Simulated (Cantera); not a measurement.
Charge: 1 mol MgO, 5.1 mol CO, 0.4 mol C, held at 1900 °C and 101000 Pa.

Equilibrium computed with Cantera from the NASA thermochemical tables; the gas is ideal and each condensed phase is pure. Candidate condensed phases: C, Mg, MgCO3, MgO; 15 gas species. Equilibrium is a limit: real reactors are often held back by kinetics, nucleation or transport.

Base state: CO 0.931, Mg 0.0682, CO2 0.000382 (mole fractions); condensed: MgO(s).

**Question.** What changes in the equilibrium state with this change: temperature from 1900 °C to 1527 °C?

**Answer.** 
```
species             before    after
----------------  --------  -------
CO                   0.931    0.998
Mg                  0.0682  0.00215
CO2               0.000382  7.53e-5
MgO(s), mol          0.598    0.989
C(graphite), mol         0    0.389
```
